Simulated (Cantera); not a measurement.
Charge: 1 mol Si₂H₆, 4.3 mol H₂O, 27 mol N₂, at 1625 K and 750 Torr.

Method: chemical equilibrium by Gibbs-energy minimisation in Cantera with the NASA 1993 tables (ideal gas, pure condensed phases). Candidate condensed phases: H₂O, Si, SiO₂, Si₂N₂O, Si₃N₄; 35 gas species. The feed counts by its element totals alone. The tables hold silica as quartz up to 1696 K and as liquid above; real silica turns to tridymite and cristobalite and melts near 1996 K. Kinetics and transport are ignored.

Base state: N₂ 0.787, H₂ 0.204, H₂O 0.00875, H 3.19e-5 (mole fractions); condensed: SiO₂(β-quartz).

Task: What changes in the equilibrium state with this change: H₂O from 4.3 to 0.4 mol?

Result: 
```json
[
 {"species": "N₂", "before": "0.787", "after": "0.884"},
 {"species": "H₂", "before": "0.204", "after": "0.116"},
 {"species": "H", "before": "3.19e-5", "after": "2.41e-5"},
 {"species": "H₂O", "before": "0.00875", "after": "5.56e-8"},
 {"species": "SiO₂(β-quartz), mol", "before": "2.00", "after": "0"},
 {"species": "Si₂N₂O(s), mol", "before": "0", "after": "0.400"},
 {"species": "Si₃N₄(s), mol", "before": "0", "after": "0.400"}
]
```
Mutual solubility and eutectic melting of coexisting phases are not modelled.
